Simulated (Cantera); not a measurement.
A Cantera script and its output.

```python
import numpy as np
import cantera as ct

gas = ct.Solution("gri30.yaml")


def delay(T, t_max=10):
    gas.TPX = T, 1700000, {'CO': 1, 'H2': 0.094, 'CH4': 0.48, 'O2': 1.16, 'N2': 4.36}
    reactor = ct.IdealGasConstPressureReactor(gas, clone=False)
    net = ct.ReactorNet([reactor])
    net.rtol, net.atol = 1e-8, 1e-16
    while net.time < t_max:
        t_old, T_old = net.time, reactor.T
        net.step()
        if reactor.T > T + 400:  # ignition: a rise of 400 K
            return t_old + (T + 400 - T_old) / (reactor.T - T_old) * (net.time - t_old)
    return np.nan


taus = []
for T in [1023, 1073, 1123, 1173, 1223, 1273, 1323]:
    taus.append(delay(T))
    print(f"T0 = {T:6g} K   tau = {taus[-1]:.4e} s")
```

Output:

```
T0 =   1023 K   tau = 8.7831e-03 s
T0 =   1073 K   tau = 4.1017e-03 s
T0 =   1123 K   tau = 2.1516e-03 s
T0 =   1173 K   tau = 1.2284e-03 s
T0 =   1223 K   tau = 7.3947e-04 s
T0 =   1273 K   tau = 4.5933e-04 s
T0 =   1323 K   tau = 2.9112e-04 s
```

Model: GRI-Mech 3.0 (53 species, 325 reactions), integrated in Cantera. The pressure lies above the range GRI-Mech 3.0 was tuned for (to about 10 atm).
